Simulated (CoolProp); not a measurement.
Properties of sulfur dioxide along the isotherm 205.95 °C (Tc = 157.5 °C, pc = 78.87 bar, ω = 0.256).

Computed with CoolProp (reference Helmholtz-energy equation of state, Gao 2016).

```tsv
p (bar)	phase	Z	speed of sound (m/s)	Joule-Thomson coefficient (K/MPa)	expansivity (1/kK)
19.7	gas	0.9385	265.8	9.418	2.610
39.4	gas	0.8722	255.7	9.363	3.344
59.1	gas	0.8003	245.4	9.192	4.434
78.9	supercritical	0.7212	235.3	8.818	6.175
98.6	supercritical	0.6344	226.4	8.116	9.106
118	supercritical	0.5432	221.3	6.931	13.72
138	supercritical	0.4618	228.7	5.183	17.03
158	supercritical	0.4228	256.7	3.568	14.15
177	supercritical	0.4178	291.5	2.569	10.65
197	supercritical	0.4279	327.1	1.922	8.267
```
